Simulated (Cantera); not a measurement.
A closed system holds: 1 mol Si, 0.82 mol Cl2, 2.8 mol H2, held at 923 K and 8.60 bar.

Cantera equilibrium calculation (NASA polynomials, part measured and part estimated; ideal gas, pure solids and liquids). Candidate condensed phases: Si; 19 gas species. The tables' values for SiCl3 are old estimates; treat these amounts as uncertain. Kinetics and transport are ignored.

Base state: H2 0.845, SiHCl3 0.0730, SiCl4 0.0711, SiH2Cl2 0.00733, HCl 0.00294, SiH3Cl 0.000182, SiCl3 0.000161, SiCl2 1.47e-5 (mole fractions); condensed: Si(s).

### Question
What changes in the equilibrium state with this change: pressure from 8.60 bar to 1.30 bar?

### Answer
```json
[
 {"species": "H2", "before": "0.845", "after": "0.852"},
 {"species": "SiCl4", "before": "0.0711", "after": "0.0866"},
 {"species": "SiHCl3", "before": "0.0730", "after": "0.0530"},
 {"species": "SiH3Cl", "before": "0.000182", "after": "4.69e-5"},
 {"species": "SiCl2", "before": "1.47e-5", "after": "4.16e-5"},
 {"species": "SiH2Cl2", "before": "0.00733", "after": "0.00317"},
 {"species": "SiCl3", "before": "0.000161", "after": "0.000299"},
 {"species": "HCl", "before": "0.00294", "after": "0.00497"},
 {"species": "Si(s), mol", "before": "0.523", "after": "0.547"}
]
```

### Question
What changes in the equilibrium state with this change: temperature from 923 K to 1425 K?

### Answer
| species | before | after |
|---|---|---|
| H2 | 0.845 | 0.797 |
| HCl | 0.00294 | 0.0655 |
| SiCl4 | 0.0711 | 0.0509 |
| SiHCl3 | 0.0730 | 0.0484 |
| SiCl2 | 1.47e-5 | 0.0163 |
| SiCl3 | 0.000161 | 0.0145 |
| SiH3Cl | 0.000182 | 0.000296 |
| SiH2Cl2 | 0.00733 | 0.00704 |
| Si(s), mol | 0.523 | 0.554 |

### Question
What changes in the equilibrium state with this change: Cl2 from 0.82 to 0.59 mol?

### Answer
```csv
species,before,after
H2,0.845,0.883
SiHCl3,0.0730,0.0572
SiCl4,0.0711,0.0500
SiCl3,0.000161,0.000123
SiCl2,1.47e-5,1.23e-5
SiH2Cl2,0.00733,0.00642
HCl,0.00294,0.00275
"Si(s), mol",0.523,0.653
```
